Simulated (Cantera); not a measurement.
Input (Python, Cantera):

```python
import numpy as np
import cantera as ct

gas = ct.Solution("h2o2.yaml")
gas.TPX = 450, 101325, {'H2': 1, 'O2': 0.667, 'N2': 2.8}
flame = ct.FreeFlame(gas, width=0.04)
flame.set_refine_criteria(ratio=3, slope=0.08, curve=0.16)
flame.transport_model = "mixture-averaged"
flame.solve(loglevel=0, auto=True)
flame.transport_model = "multicomponent"
flame.soret_enabled = False
flame.solve(loglevel=0, refine_grid=True)
z, T = flame.grid, flame.T
thick = (T[-1] - T[0]) / np.gradient(T, z).max()
show = ['H2', 'O2', 'H2O', 'H2O2', 'HO2', 'OH']
print(f"laminar burning velocity  {flame.velocity[0] * 100:.3f} cm/s")
print(f"burnt temperature         {T[-1]:.1f} K")
print(f"thermal thickness         {thick * 1e3:.4f} mm")
print(f"grid points               {len(z)}")
z0 = z[flame.heat_release_rate.argmax()]
print(f"{'z/mm':>9s}{'T/K':>9s}{'u/(m/s)':>9s}" + "".join(f"{s:>11s}" for s in show))
rows = []
for k in (-3, -2, -1.5, -1, -0.5, -0.25, 0, 0.25, 0.5, 1, 2, 4, 8):
    zz = z0 + k * thick
    rows.append([k * thick, np.interp(zz, z, T), np.interp(zz, z, flame.velocity),
                 *(np.interp(zz, z, flame.X[gas.species_index(s)]) for s in show)])
    print(f"{rows[-1][0] * 1e3:9.3f}{rows[-1][1]:9.1f}{rows[-1][2]:9.3f}" + "".join(f"{x:11.3e}" for x in rows[-1][3:]))
```

Output:

```
laminar burning velocity  264.410 cm/s
burnt temperature         2097.4 K
thermal thickness         0.3934 mm
grid points               114
     z/mm      T/K  u/(m/s)         H2         O2        H2O       H2O2        HO2         OH
   -1.180    450.0    2.644  2.239e-01  1.493e-01  2.830e-10  9.284e-13  1.646e-11  1.191e-14
   -0.787    450.0    2.644  2.238e-01  1.493e-01  1.236e-08  5.252e-11  8.622e-10  5.293e-13
   -0.590    450.0    2.644  2.237e-01  1.494e-01  1.672e-07  8.585e-10  1.357e-08  6.746e-12
   -0.393    450.3    2.642  2.225e-01  1.496e-01  7.244e-06  5.387e-08  8.174e-07  4.500e-10
   -0.197    484.6    2.794  2.067e-01  1.515e-01  1.976e-03  1.888e-05  2.284e-04  3.261e-05
   -0.098    749.8    4.188  1.638e-01  1.448e-01  2.857e-02  4.568e-05  2.507e-04  7.545e-04
    0.000   1148.2    6.249  9.417e-02  1.137e-01  9.828e-02  9.784e-06  1.086e-04  2.272e-03
    0.098   1429.6    7.715  4.034e-02  7.371e-02  1.681e-01  4.429e-06  5.699e-05  6.279e-03
    0.197   1581.9    8.502  2.233e-02  5.662e-02  1.966e-01  2.531e-06  3.724e-05  9.128e-03
    0.393   1736.2    9.269  1.590e-02  4.945e-02  2.115e-01  1.242e-06  2.486e-05  1.100e-02
    0.787   1870.7    9.911  1.183e-02  4.631e-02  2.225e-01  6.549e-07  1.614e-05  1.111e-02
    1.574   1975.4   10.396  7.367e-03  4.424e-02  2.325e-01  3.884e-07  9.379e-06  9.716e-03
    3.147   2043.5   10.705  3.750e-03  4.327e-02  2.399e-01  2.453e-07  4.974e-06  7.391e-03
```

Model: the H2/O2 subset of GRI-Mech 3.0, which has no nitrogen chemistry, integrated in Cantera. Burning velocities carry a grid error of a few per cent, more on coarse grids.
